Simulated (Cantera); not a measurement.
**Thermodynamics of aluminium nitride and oxide growth, feed Al(CH₃)₃ + NH₃ + N₂ + H₂O**

Charge: 1 mol Al(CH₃)₃, 5.7 mol NH₃, 23 mol N₂, 0.39 mol H₂O, held at 0.00133 bar.

Cantera equilibrium calculation (NASA polynomials, part measured and part estimated; ideal gas, pure solids and liquids). Candidate condensed phases: Al, AlN, Al₂O₃, C, C₆H₆, C₇H₈, C₈H₁₈, H₂O; 148 gas species. The feed counts by its element totals alone. Mutual solubility and eutectic melting of coexisting phases are not modelled. Condensed phases not in the tables: aluminium oxynitride. Kinetics and transport are ignored.

From 973 K to 1123 K the condensed part is AlN(s) + Al₂O₃(s) + C(graphite). From 1273 K to 1723 K the condensed part is AlN(s) + C(graphite). At 1873 K the condensed part is C(graphite).

```json
[
 {"T (K)": "973", "log p N₂": "-3.06", "log p H₂": "-3.34", "log p Al": "<-14", "log p H": "-10.63", "n AlN(s)": "0.741", "n Al₂O₃(s)": "0.129", "n C(graphite)": "3.00"},
 {"T (K)": "1123", "log p N₂": "-3.06", "log p H₂": "-3.34", "log p Al": "<-14", "log p H": "-9.04", "n AlN(s)": "0.794", "n Al₂O₃(s)": "0.103", "n C(graphite)": "2.92"},
 {"T (K)": "1273", "log p N₂": "-3.06", "log p H₂": "-3.34", "log p Al": "-12.64", "log p H": "-7.82", "n AlN(s)": "1.00", "n Al₂O₃(s)": "0", "n C(graphite)": "2.61"},
 {"T (K)": "1423", "log p N₂": "-3.06", "log p H₂": "-3.34", "log p Al": "-9.88", "log p H": "-6.85", "n AlN(s)": "1.000", "n Al₂O₃(s)": "0", "n C(graphite)": "2.60"},
 {"T (K)": "1573", "log p N₂": "-3.06", "log p H₂": "-3.34", "log p Al": "-7.65", "log p H": "-6.06", "n AlN(s)": "0.999", "n Al₂O₃(s)": "0", "n C(graphite)": "2.58"},
 {"T (K)": "1723", "log p N₂": "-3.07", "log p H₂": "-3.34", "log p Al": "-5.81", "log p H": "-5.41", "n AlN(s)": "0.954", "n Al₂O₃(s)": "0", "n C(graphite)": "2.53"},
 {"T (K)": "1873", "log p N₂": "-3.08", "log p H₂": "-3.37", "log p Al": "-4.49", "log p H": "-4.87", "n AlN(s)": "0", "n Al₂O₃(s)": "0", "n C(graphite)": "2.44"}
]
```
log p: log10 of the partial pressure in bar; n: condensed amount in mol.
